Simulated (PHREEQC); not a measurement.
Consider water at 25 °C with 0.68 mol/kgw KCl, 0.038 mol/kgw NaHCO3 and 0.38 mol/kgw MgCl2. Closed to the air; pH follows from the charge balance.

Equilibrium calculation in PHREEQC: Pitzer model, pitzer.dat.

Precipitation was switched off in this run.

Problem. Predict the pH, density, osmotic coefficient.

Solution. pH 7.22; density 1.057 g/cm³; osmotic coefficient 0.943.

Problem. In which forms is C present?

Solution. HCO3- 90 %, CO2 5.0 %, MgCO3 3.2 %, CO3-2 1.8 % of the C.

Examples of supersaturated solids here: Magnesite (slow to form). Others may be too. Complexes and solids missing from the database can't appear. In brines, pH and single-ion activities rest on the MacInnes convention.
